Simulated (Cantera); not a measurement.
# SiF₄ + NH₃ + H₂ + N₂ (silicon nitride deposition)

A closed system holds: 1 mol SiF₄, a varied amount of NH₃, 18 mol H₂, 0.4 mol N₂, at 0.260 bar.

Cantera equilibrium calculation (NASA polynomials, part measured and part estimated; ideal gas, pure solids and liquids). Candidate condensed phases: Si, Si₃N₄; 37 gas species. The tables' values for SiF₂, SiF₃ are old estimates. Equilibrium is a limit: real reactors are often held back by kinetics, nucleation or transport.

Map the stable condensed phases over T = 1050, 1125, 1200, 1275, 1350, 1425, 1500, 1575, 1650 °C and n(NH₃) in mol = 0.22, 0.31, 0.44, 0.63, 0.89, 1.3, 1.8, 2.5, 3.6, 5, 7.1, 10, 14.


```
T in °C \ n(NH₃) in mol
         0.22 0.31 0.44 0.63 0.89  1.3  1.8  2.5  3.6    5  7.1   10   14
   1650     A    A    A    A    A    A    A    A    A    A    A    A    A
   1575     A    A    A    A    A    A    A    A    A    A    A    A    A
   1500     A    A    A    A    A    A    A    A    A    A    A    A    A
   1425     A    A    A    A    A    A    A    A    A    A    A    A    A
   1350     A    A    A    A    A    A    A    A    A    A    A    A    A
   1275     A    A    A    A    A    A    A    A    A    A    A    B    B
   1200     A    A    A    A    A    A    A    A    A    B    B    B    B
   1125     A    A    A    A    A    A    B    B    B    B    B    B    B
   1050     A    A    A    B    B    B    B    B    B    B    B    B    B
```
A: gas only; B: Si₃N₄.
